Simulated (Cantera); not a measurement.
A freely propagating, adiabatic, planar premixed flame of CH₄ : O₂ : N₂ = 1 : 1.54 : 5.08 (molar parts), unburnt at 575 K and 0.290 bar; mixture-averaged transport, grid criteria slope 0.08 and curve 0.16, no radiation.

Cantera simulation using GRI-Mech 3.0 (53 species, 325 reactions); the numbers are that mechanism's predictions, not measurements. Burning velocities carry a grid error of a few per cent, more on coarse grids.

Problem. What does this change do: N2 5.08 to 6.5 parts?

Solution. 
| quantity | before | after |
|---|---|---|
| laminar burning velocity | 148 cm/s | 104 cm/s |
| thermal thickness | 0.968 mm | 1.21 mm |
| peak x(CH₂O) | 0.00134 | 0.00101 |
| peak x(CO) | 0.0852 | 0.0705 |
| peak x(C₂H₄) | 0.00132 | 0.00112 |

Problem. What does this change do: inlet temperature 575 to 350 K?

Solution. 
```
quantity                    before      after
------------------------  --------  ---------
laminar burning velocity  148 cm/s  63.6 cm/s
thermal thickness         0.968 mm    1.15 mm
peak x(CH₂O)               0.00134    0.00112
peak x(CO)                  0.0852     0.0819
peak x(C₂H₄)               0.00132    0.00119
```

Problem. What does this change do: O2 1.54 to 2 parts?

Solution. 
| quantity | before | after |
|---|---|---|
| laminar burning velocity | 148 cm/s | 235 cm/s |
| thermal thickness | 0.968 mm | 0.703 mm |
| peak x(CH₂O) | 0.00134 | 0.00166 |
| peak x(CO) | 0.0852 | 0.0780 |
| peak x(C₂H₄) | 0.00132 | 0.000711 |
